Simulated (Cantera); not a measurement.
## Premixed flame

A freely propagating, adiabatic, planar premixed flame of 2.46 % CH4, 1.26 % C2H6, 1.28 % C3H8, 20.7 % O2, 74.3 % N2, unburnt at 500 K and 3.55 atm; mixture-averaged transport, grid criteria slope 0.08 and curve 0.16, no radiation.

Model: GRI-Mech 3.0 (53 species, 325 reactions), integrated in Cantera. GRI-Mech 3.0 was tuned for natural gas; its chemistry of propane as a main component is partial and can be far from experiment. Burning velocities carry a grid error of a few per cent, more on coarse grids.

```csv
z (mm),T (K),u (m/s),x CH4,x C2H6,x C3H8,x HCN,x NO,x O
-0.397,500,0.560,0.0246,0.0125,0.0128,<1e-8,<1e-8,<1e-8
-0.265,504,0.564,0.0245,0.0125,0.0128,<1e-8,<1e-8,<1e-8
-0.198,516,0.578,0.0242,0.0125,0.0128,<1e-8,<1e-8,<1e-8
-0.132,582,0.656,0.0229,0.0121,0.0125,1.30e-8,4.77e-8,<1e-8
-0.0662,936,1.07,0.0168,0.00861,0.00932,1.12e-7,7.95e-7,7.02e-7
-0.0331,1308,1.52,0.0103,0.00380,0.00364,2.61e-7,2.34e-6,3.19e-5
0,1678,1.96,0.00290,0.000231,0.000114,4.85e-7,4.68e-6,0.000669
0.0331,1846,2.15,0.000215,5.00e-7,6.24e-8,3.68e-7,7.69e-6,0.00239
0.0662,1921,2.23,8.48e-6,<1e-8,<1e-8,1.26e-7,1.04e-5,0.00287
0.132,2009,2.32,1.85e-8,<1e-8,<1e-8,1.22e-8,1.44e-5,0.00232
0.265,2087,2.39,<1e-8,<1e-8,<1e-8,<1e-8,1.98e-5,0.00132
0.529,2137,2.44,<1e-8,<1e-8,<1e-8,<1e-8,2.60e-5,0.000592
1.06,2158,2.46,<1e-8,<1e-8,<1e-8,<1e-8,3.25e-5,0.000307
```
x: mole fraction of selected species; z is measured from the peak of heat release.

* **laminar burning velocity**: 55.9 cm/s
* **thermal thickness**: 0.132 mm
* **peak x(HCN)**: 5.09e-7
* **peak x(O)**: 0.00288
* **grid points**: 136
